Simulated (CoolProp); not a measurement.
Vapour-liquid equilibrium of nitrogen (1) + carbon monoxide (2) at -159.25 °C; x and y are mole fractions of (1).

Values from CoolProp's multi-fluid Helmholtz-energy mixture model, Span 2000 and Lemmon 2006; pair parameters Gernert 2013.

| x | bubble pressure (bar) | y at the bubble point | dew pressure at overall composition x (bar) | liquid density (mol/L) |
|---|---|---|---|---|
| 0.05 | 13.70 | 0.062 | 13.65 | 22.13 |
| 0.125 | 14.10 | 0.153 | 13.98 | 22.03 |
| 0.2 | 14.50 | 0.239 | 14.32 | ? |
| 0.275 | 14.90 | ? | 14.67 | ? |
| 0.35 | 15.29 | 0.400 | 15.04 | 21.75 |
| 0.425 | 15.68 | 0.476 | 15.41 | 21.65 |
| 0.5 | 16.05 | 0.550 | 15.80 | 21.55 |
| 0.575 | 16.42 | 0.621 | 16.18 | 21.46 |
| 0.65 | 16.78 | 0.690 | 16.57 | 21.37 |
| 0.725 | 17.12 | 0.757 | ? | 21.28 |
| 0.8 | 17.45 | 0.824 | 17.33 | 21.20 |
| 0.875 | 17.77 | 0.890 | 17.69 | 21.13 |
| 0.95 | 18.06 | 0.956 | 18.04 | 21.06 |

**Question.** Some entries are withheld; supply them.

**Answer.** 
- 0.2, liquid density (mol/L): 21.94
- 0.275, y at the bubble point: 0.321
- 0.275, liquid density (mol/L): 21.84
- 0.725, dew pressure at overall composition x (bar): 16.96

No azeotrope shows between x = 0.05 and 0.95.

The pair parameters rest on a limited set of measurements; away from them the model extrapolates.
